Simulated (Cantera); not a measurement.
Charge: 1 mol CHF3, 1 mol Si, equilibrated at 875 °C and 10.0 Pa.

Equilibrium computed with Cantera from the NASA thermochemical tables; the gas is ideal and each condensed phase is pure. Candidate condensed phases: C, C6H6, C7H8, C8H18, Si, SiC; 113 gas species. The tables' values for SiF3, SiF2 are old estimates; treat these amounts as uncertain. Kinetics and transport are ignored.

### Question
What is the equilibrium state?

### Answer
```
Item                                 Result
--------------------------------  ---------
x(SiF4)                               0.593
x(H2)                                 0.396
x(SiF3)                             0.00541
x(HF)                               0.00469
x(SiHF3)                           0.000892
x(SiF2)                             6.28e-5
x(H)                                4.52e-6
n(C(graphite))                    0.751 mol
n(SiC(s))                         0.249 mol
gas amount                        1.253 mol
log10 activity of Si(s) (absent)      -2.92
```
